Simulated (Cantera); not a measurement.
An isothermal plug-flow reactor at 825 K and 4.93 atm (inlet), inlet velocity 4.8 m/s, active area per volume 3900 1/m; feed CH₄ : O₂ : N₂ = 0.0044 : 0.014 : 0.79 (molar parts), equivalence ratio 0.63.

Detailed kinetics in Cantera: Deutschmann's 1995 Pt surface mechanism with GRI-Mech 3.0 gas chemistry. Catalytic surfaces can have several steady states; this one follows from the mechanism file's or the stated starting coverage. Mass transfer to the wall is taken as infinitely fast.

**Question.** What does this change do: temperature 825 to 923 K?

**Answer.** 
| quantity | before | after |
|---|---|---|
| x(CH₄) at z = 0.027 m | 0.00507 | 0.00287 |
| x(O₂) at z = 0.027 m | 0.0166 | 0.0122 |
| x(H₂O) at z = 0.027 m | 0.000746 | 0.00514 |
| x(CO₂) at z = 0.027 m | 0.000372 | 0.00257 |
| x(CO) at z = 0.027 m | 8.73e-7 | 1.01e-6 |
| θ(free Pt) at the exit | 0.0547 | 0.144 |
| θ(O*) at the exit | 0.944 | 0.853 |
| θ(OH*) at the exit | 0.00131 | 0.00339 |
